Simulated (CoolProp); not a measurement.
Vapour-liquid equilibrium of C2F6 (R116) (1) + propylene (2) at -52.75 °C; x and y are mole fractions of (1).

Values from CoolProp's multi-fluid Helmholtz-energy mixture model, Lemmon 2006 and Lemmon 2013; pair parameters Bell 2016.

Problem. Give the bubble pressure and the first vapour's composition at x = 0.5, 0.65, 0.95. Is there an azeotrope?

Solution. x = 0.5: 3.294 bar, y = 0.776; x = 0.65: 3.340 bar, y = 0.787; x = 0.95: 3.384 bar, y = 0.936. y crosses x between x = 0.8 and 0.95: the model has an azeotrope there.

Pair parameters are fitted to limited data, so mixtures are less certain than the pure fluids. With so large a gap from Raoult's law the liquid may split in two, which this calculation doesn't test in full.
